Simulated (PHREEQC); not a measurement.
Make-up at 25 °C: 0.07 mol HCl per kg of water. Closed to the air; pH follows from the charge balance.

Computed with PHREEQC (ion-association model, phreeqc.dat).

```json
{
 "pH": "1.23",
 "ionic_strength": "0.0700 mol/kgw",
 "specific_conductance": "25400 µS/cm",
 "density": "0.998 g/cm³",
 "total_alkalinity": "-70.0 meq/kg"
}
```

```tsv
species	molality	activity	log γ
H+	0.0700	0.0588	-0.076
Cl-	0.0700	0.0554	-0.101
```

Precipitation was switched off in this run. Species that the database lacks are ignored.
